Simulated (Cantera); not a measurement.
A freely propagating, adiabatic, planar premixed flame of H2 : O2 : N2 : H2O = 1 : 0.25 : 0.94 : 0.41 (molar parts), unburnt at 548 K and 750 Torr; mixture-averaged transport, grid criteria slope 0.08 and curve 0.16, no radiation.

Computed with Cantera and the H2/O2 subset of GRI-Mech 3.0, which has no nitrogen chemistry. Burning velocities carry a grid error of a few per cent, more on coarse grids.

**Question.** How do the results move with these cheaper or finer settings: unity-Lewis-number transport; multicomponent transport; multicomponent+Soret transport; grid criteria slope 0.5, curve 1; grid criteria slope 0.25, curve 0.5; grid criteria slope 0.03, curve 0.06?

**Answer.** 
```
setting                               laminar burning velocity  thermal thickness  peak x(O)  peak x(HO2)  grid points
------------------------------------  ------------------------  -----------------  ---------  -----------  -----------
as above                                              553 cm/s           0.379 mm    0.00205     0.000445          115
unity-Lewis-number transport                          331 cm/s           0.355 mm    0.00155     0.000305          103
multicomponent transport                              546 cm/s           0.384 mm    0.00201     0.000441          115
multicomponent+Soret transport                        528 cm/s           0.376 mm    0.00203     0.000449          115
grid criteria slope 0.5, curve 1                      608 cm/s           0.500 mm    0.00186     0.000388           44
grid criteria slope 0.25, curve 0.5                   559 cm/s           0.427 mm    0.00194     0.000428           55
grid criteria slope 0.03, curve 0.06                  552 cm/s           0.370 mm    0.00208     0.000448          259
```
Unity Lewis numbers drop preferential diffusion, which matters most where H2 and H carry the flame; Soret adds thermal diffusion.
